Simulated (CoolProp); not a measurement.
Ethanol along the isobar 0.457 MPa: density (kg/m³) from the reference equation and from simpler models built on Tc = 514.7 K, pc = 6.268 MPa, ω = 0.644; each cubic takes its own stable root.

Model: reference Helmholtz-energy equation of state, Schroeder 2014, in CoolProp.

| T (K) | phase | reference |
|---|---|---|
| 198.5 | liquid | 871.1 |
| 213.8 | liquid | 857.5 |
| 229.1 | liquid | 844.1 |
| 244.4 | liquid | 831.0 |
| 259.7 | liquid | 818.1 |
| 275 | liquid | 805.1 |
| 290.3 | liquid | 792.2 |
| 305.6 | liquid | 779.0 |
| 320.9 | liquid | 765.6 |
| 336.2 | liquid | 751.6 |
| 351.5 | liquid | 736.9 |
| 366.8 | liquid | 721.3 |
| 382.1 | liquid | 704.2 |
| 397.4 | gas | 6.957 |
| 412.7 | gas | 6.587 |

Problem. How far does each simpler model (van der Waals, Redlich-Kwong, Soave-Redlich-Kwong, Peng-Robinson) lie from the reference over these 15 states: mean and median of the absolute difference, and the worst?

Solution. 
- van der Waals: mean 61.6 %, median 46.1 %, worst -99.0 % at 382.1 K and 0.457 MPa
- Redlich-Kwong: mean 28.7 %, median 20.2 %, worst -99.0 % at 382.1 K and 0.457 MPa
- Soave-Redlich-Kwong: mean 13.6 %, median 15.2 %, worst -16.7 % at 198.5 K and 0.457 MPa
- Peng-Robinson: mean 4.5 %, median 4.6 %, worst -6.8 % at 198.5 K and 0.457 MPa

At some of these states van der Waals, Redlich-Kwong gives the other phase, because its saturation line lies elsewhere.
